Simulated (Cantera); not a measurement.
Feed: 1 mol Al(CH3)3, 93 mol N2, 42 mol H2, equilibrated at 0.490 bar.

Method: chemical equilibrium by Gibbs-energy minimisation in Cantera with the NASA 1993 tables (ideal gas, pure condensed phases). Candidate condensed phases: Al, AlN, C, C6H6, C7H8, C8H18; 97 gas species. The feed counts by its element totals alone. Rates play no part.

Over these rows the condensed part is AlN(s) + C(graphite). Partial pressures as log10 of bar:

```json
[
 {"T (K)": "1000", "1000/T (1/K)": "1.0000", "log p HCN": "-5.93", "log p N2": "-0.48", "log p H2": "-0.80"},
 {"T (K)": "1100", "1000/T (1/K)": "0.9091", "log p HCN": "-5.29", "log p N2": "-0.49", "log p H2": "-0.79"},
 {"T (K)": "1200", "1000/T (1/K)": "0.8333", "log p HCN": "-4.76", "log p N2": "-0.49", "log p H2": "-0.79"},
 {"T (K)": "1300", "1000/T (1/K)": "0.7692", "log p HCN": "-4.32", "log p N2": "-0.49", "log p H2": "-0.79"},
 {"T (K)": "1400", "1000/T (1/K)": "0.7143", "log p HCN": "?", "log p N2": "-0.49", "log p H2": "-0.79"},
 {"T (K)": "1500", "1000/T (1/K)": "0.6667", "log p HCN": "-3.61", "log p N2": "-0.49", "log p H2": "-0.79"}
]
```

### Question
Fit log p(HCN) = a + b·(1000/T) to the five rows, give the apparent enthalpy, and predict the row at 1400 K.

### Answer
Means: 1000/T = 0.8357, log p = -4.782. Sxy = -0.454747, Sxx = 0.0653711, so b = -6.96 and a = -4.782 − (-6.96)×0.8357 = 1.03.
Apparent enthalpy: −19.145 × (-6.96) = 133 kJ/mol. With the condensed phases at unit activity, C(graphite) + 1/2 N2(g) + 1/2 H2(g) = HCN(g) links this pressure to the main gases: over the six rows their terms move log p by +0.00 in all, so the slope is close to that reaction's ΔH°. The five rows lie within 0.01 of the line.
Prediction at 1400 K: 1.03 + (-6.96)×0.7143 = -3.94. The computed value is -3.94, 0.00 from the line.
